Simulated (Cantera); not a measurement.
Input (Python, Cantera):

```python
import numpy as np
import cantera as ct

gas = ct.Solution("gri30.yaml")
gas.TPX = 500, 33000, {'CH4': 1, 'CO': 0.48, 'O2': 2.04, 'N2': 7.66, 'CO2': 2.3}
inlet = ct.Reservoir(gas, clone=True)
gas.equilibrate("HP")  # start burning
reactor = ct.IdealGasConstPressureReactor(gas, energy="on", clone=False)
exhaust = ct.Reservoir(gas, clone=True)
tau = [0.04, 0.021, 0.011, 0.006, 0.0032, 0.0017, 0.00092, 0.00049, 0.00026, 0.00014, 7.4e-05, 3.9e-05, 2.1e-05][0]
for a, b in ((inlet, reactor), (reactor, exhaust)):
    ct.MassFlowController(a, b, mdot=lambda t: reactor.mass / tau)
net = ct.ReactorNet([reactor])
show = ['CH4', 'CO', 'O2', 'NO2', 'H', 'C2H4']

rows = []
print(f"{'tau/s':>10s}{'T/K':>9s}" + "".join(f"{s:>11s}" for s in show))
for tau in [0.04, 0.021, 0.011, 0.006, 0.0032, 0.0017, 0.00092, 0.00049, 0.00026, 0.00014, 7.4e-05, 3.9e-05, 2.1e-05]:
    net.initial_time = 0.0
    net.advance(30 * tau)
    before = gas.X
    net.advance(40 * tau)
    drift = np.max(np.abs(gas.X - before) / (gas.X + 1e-9))
    rows.append([gas.T, *gas[show].X, drift])
    print(f"{tau:10.3e}{gas.T:9.1f}" + "".join(f"{x:11.3e}" for x in gas[show].X))
```

Output:

```
     tau/s      T/K        CH4         CO         O2        NO2          H       C2H4
 4.000e-02   1850.9  1.979e-05  4.295e-02  9.139e-03  4.053e-09  2.096e-03  3.324e-09
 2.100e-02   1814.3  3.193e-05  4.628e-02  1.119e-02  3.079e-09  2.848e-03  6.337e-09
 1.100e-02   1774.4  5.296e-05  4.966e-02  1.336e-02  2.307e-09  3.816e-03  1.284e-08
 6.000e-03   1735.0  8.750e-05  5.274e-02  1.546e-02  1.739e-09  4.907e-03  2.668e-08
 3.200e-03   1693.3  1.525e-04  5.579e-02  1.772e-02  1.280e-09  6.156e-03  6.248e-08
 1.700e-03   1651.3  2.798e-04  5.883e-02  2.018e-02  9.278e-10  7.349e-03  1.672e-07
 9.200e-04   1609.6  5.428e-04  6.216e-02  2.319e-02  6.743e-10  8.075e-03  5.267e-07
 4.900e-04   1556.8  1.314e-03  6.739e-02  2.870e-02  4.976e-10  7.389e-03  2.769e-06
 2.600e-04    500.0  7.418e-02  3.561e-02  1.513e-01  1.147e-21  7.700e-23  7.125e-19
 1.400e-04    500.0  7.418e-02  3.561e-02  1.513e-01  1.441e-24  4.396e-23  8.949e-22
 7.400e-05    500.0  7.418e-02  3.561e-02  1.513e-01  9.102e-26  2.350e-23  5.653e-23
 3.900e-05    500.0  7.418e-02  3.561e-02  1.513e-01  5.750e-27  1.077e-23  3.571e-24
 2.100e-05    500.0  7.418e-02  3.561e-02  1.513e-01  3.632e-28  4.393e-24  2.255e-25
```

Computed with Cantera and GRI-Mech 3.0 (53 species, 325 reactions).
